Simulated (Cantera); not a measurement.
# Equilibrium for nitride etching: Si₃N₄ + Cl₂ + N₂

Input: 1 mol Si₃N₄, 2.8 mol Cl₂, 4.4 mol N₂, held at 1673 K and 10.0 Torr.

Method: chemical equilibrium by Gibbs-energy minimisation in Cantera with the NASA 1993 tables (ideal gas, pure condensed phases). Candidate condensed phases: Si, Si₃N₄; 13 gas species. The tables' values for SiCl₃, SiCl are old estimates; treat these amounts as uncertain. Kinetics and transport are ignored.

| Property | Result |
|---|---|
| x(N₂) | 0.696 |
| x(SiCl₂) | 0.283 |
| x(SiCl₃) | 0.0178 |
| x(SiCl₄) | 0.00233 |
| x(Cl) | 0.000454 |
| x(SiCl) | 9.37e-5 |
| x(Si) | 7.07e-6 |
| n(Si₃N₄(s)) | 0.100 mol |
| gas amount | 8.902 mol |
| log10 activity of Si(s) (absent) | -0.65 |
